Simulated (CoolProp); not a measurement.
Vapour-liquid equilibrium of n-decane (1) + n-dodecane (2) at 455.1 K; x and y are mole fractions of (1).

Values from CoolProp's multi-fluid Helmholtz-energy mixture model, Lemmon 2006 and Lemmon 2004; pair parameters Bell 2016.

```
x     bubble pressure, mixture model (bar)  bubble pressure, Raoult's law (bar)  y, mixture model  y, Raoult's law
----  ------------------------------------  -----------------------------------  ----------------  ---------------
0.05                                0.4519                               0.4551             0.126            0.135
0.15                                0.5298                               0.5368             0.329            0.344
0.25                                0.6102                               0.6185             0.483            0.498
0.35                                0.6921                               0.7002             0.603            0.615
0.45                                0.7747                               0.7819             0.698            0.709
0.55                                0.8575                               0.8636             0.775            0.784
0.65                                0.9404                               0.9453             0.839            0.847
0.75                                 1.023                                1.027             0.893            0.899
0.85                                 1.106                                1.109             0.940            0.944
0.95                                 1.189                                1.190             0.981            0.983
```

The largest gap from Raoult's law is -1.3 % in bubble pressure, at x = 0.25. No azeotrope shows between x = 0.05 and 0.95.

Pair parameters are fitted to limited data, so mixtures are less certain than the pure fluids.
